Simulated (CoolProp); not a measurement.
n-pentane along the isobar 0.841 MPa: Z from the reference equation and from simpler models built on Tc = 469.7 K, pc = 3.368 MPa, ω = 0.251; each cubic takes its own stable root.

Values from CoolProp's reference Helmholtz-energy equation of state, Thol 2019.

```tsv
T (K)	phase	reference
284.9	liquid	0.04033
290.6	liquid	0.03989
296.2	liquid	0.03948
301.9	liquid	0.03909
307.6	liquid	0.03872
313.2	liquid	0.03839
318.9	liquid	0.03807
324.6	liquid	0.03778
330.2	liquid	0.03752
335.9	liquid	0.03728
341.6	liquid	0.03707
347.2	liquid	0.03688
352.9	liquid	0.03671
358.6	liquid	0.03658
364.2	liquid	0.03647
369.9	liquid	0.03639
```

Task: How far does each simpler model (van der Waals, Redlich-Kwong, Soave-Redlich-Kwong, Peng-Robinson) lie from the reference over these 16 states: mean and median of the absolute difference, and the worst?

Result: 
- van der Waals: mean 726.4 %, median 65.9 %, worst +2232.8 % at 369.9 K and 0.841 MPa
- Redlich-Kwong: mean 14.5 %, median 14.2 %, worst +17.3 % at 369.9 K and 0.841 MPa
- Soave-Redlich-Kwong: mean 10.2 %, median 9.9 %, worst +11.8 % at 369.9 K and 0.841 MPa
- Peng-Robinson: mean 2.6 %, median 2.9 %, worst -3.0 % at 301.9 K and 0.841 MPa

At some of these states van der Waals gives the other phase, because its saturation line lies elsewhere.
